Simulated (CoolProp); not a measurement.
A Linde-Hampson liquefier for CF4 (R14): isothermal reversible compression at 320 K from 1 atm to 20 MPa, throttling to 1 atm, return gas leaving the recuperator 0 K below the feed. Each further row changes one setting.

Values from CoolProp's reference Helmholtz-energy equation of state, Platzer 1990. This equation is an older, rougher fit; its heat capacities, sound speeds and derivatives of the liquid may be far off and weren't checked against measurements.

| case | liquid yield per pass | compression work (kJ/kg of gas) |
|---|---|---|
| as stated | 0.226 | 148 |
| high pressure 40 MPa | 0.253 | 169 |
| warm-end temperature 350 K | 0.172 | 166 |
| warm-end gap 5 K | 0.214 | 148 |
